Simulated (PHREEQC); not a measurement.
Consider water at 47 °C with 31 mmol/kgw CuSO4, 32 mmol/kgw H2SO4 and 1.1 mmol/kgw FeCl3. It is in equilibrium with CO2 at log p = -3.5 (atm). Otherwise closed; pH follows from the charge balance.

Model: ion-association model, phreeqc.dat, run in PHREEQC.

Problem. The ionic strength comes out as 0.111 mol/kgw. What activity coefficients do CuCl+, FeCl+2, FeOH+2, FeHSO4+2, Fe+3 get?

Solution. CuCl+ 0.75, FeCl+2 0.35, FeOH+2 0.35, FeHSO4+2 0.35, Fe+3 0.16.

Precipitation was switched off in this run. Saturation is exceeded, for instance for Hematite (slow to form), Goethite (slow to form); the values hold only as long as no solid forms. Species that the database lacks are ignored. Constants without temperature data keep their 25 °C values here.
